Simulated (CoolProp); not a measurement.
Properties of R152A at several states (Tc = 113.3 °C, pc = 45.17 bar, ω = 0.275).

Model: reference Helmholtz-energy equation of state, Outcalt 1996, in CoolProp. It is a modified Benedict-Webb-Rubin equation, recast in Helmholtz form.

| T (°C) | p (bar) | phase | density (kg/m³) | cp (kJ/(kg K)) | isothermal compressibility (1/MPa) | viscosity (µPa s) | conductivity (mW/(m K)) |
|---|---|---|---|---|---|---|---|
| 136.25 | 3.4 | gas | 6.753 | 1.301 | 3.012 | ? | 25.1 |
| 191.55 | 0.125 | gas | 0.2138 | ? | 80.04 | 17.2 | 30.3 |
| -75.55 | 118 | liquid | ? | ? | 0.0009154 | ? | 158 |
| 41.35 | 0.114 | gas | 0.2885 | 1.062 | 87.89 | ? | ? |

What belongs in the gaps?


- 136.25, viscosity (µPa s): 15.2
- 191.55, cp (kJ/(kg K)): 1.393
- -75.55, density (kg/m³): 1126
- -75.55, cp (kJ/(kg K)): 1.519
- -75.55, viscosity (µPa s): 735
- 41.35, viscosity (µPa s): 11.7
- 41.35, conductivity (mW/(m K)): 15.7

Viscosity comes from a separate model (Bell 2016), an estimate that may be off by 10 % or more. Thermal conductivity comes from a separate model (Krauss 1996).
